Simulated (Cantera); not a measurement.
# Halide evaporation, hydrolysis and transport: SrCl2 + H2

A closed system holds: 1 mol SrCl2, a varied amount of H2, at 1625 K and 17.0 mbar.

Method: chemical equilibrium by Gibbs-energy minimisation in Cantera with the NASA 1993 tables (ideal gas, pure condensed phases). Candidate condensed phases: Sr, SrCl2; 8 gas species. The numbers say what is thermodynamically allowed, not how fast it happens.

From 0.23 mol H2 to 3.6 mol H2 the condensed part is SrCl2(l). From 5.6 mol H2 to 14 mol H2 nothing is condensed. The main Sr-bearing gas is SrCl2 throughout.

```csv
n(H2) (mol),log p H2,log p SrCl2,log p HCl,log p SrCl,n SrCl2(l)
0.23,-1.84,-2.59,-4.46,-4.53,0.958
0.36,-1.84,-2.59,-4.46,-4.53,0.935
0.57,-1.84,-2.59,-4.46,-4.53,0.897
0.9,-1.84,-2.59,-4.46,-4.53,0.837
1.4,-1.84,-2.59,-4.46,-4.53,0.746
2.3,-1.84,-2.59,-4.46,-4.53,0.582
3.6,-1.84,-2.59,-4.46,-4.53,0.346
5.6,-1.84,-2.60,-4.46,-4.54,0
8.9,-1.82,-2.77,-4.54,-4.63,0
14,-1.80,-2.95,-4.61,-4.72,0
```
log p: log10 of the partial pressure in bar; n: condensed amount in mol.
